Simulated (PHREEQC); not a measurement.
Dissolve 9.8 mmol/kgw HNO3, 0.082 mmol/kgw FeCl3 and 0.14 mmol/kgw KCl at 70 °C. Closed to the air; pH follows from the charge balance.

Model: ion-association model, phreeqc.dat, run in PHREEQC.

Precipitation was switched off in this run.

Problem. Order these Fe species by the share of Fe that they hold, largest first: Fe(OH)2+, Fe2(OH)2+4, FeCl+2, FeOH+2, Fe+3.

Solution. FeOH+2 (75 %), Fe+3 (16 %), Fe(OH)2+ (8.7 %), FeCl+2 (0.37 %), Fe2(OH)2+4 (0.12 %)

The pH is 2.05 and the ionic strength 0.0103 mol/kgw. Examples of supersaturated solids here: Hematite (slow to form), Goethite (slow to form). Others may be too. At this temperature some constants are extrapolated from 25 °C, and those without enthalpy data are left unchanged.
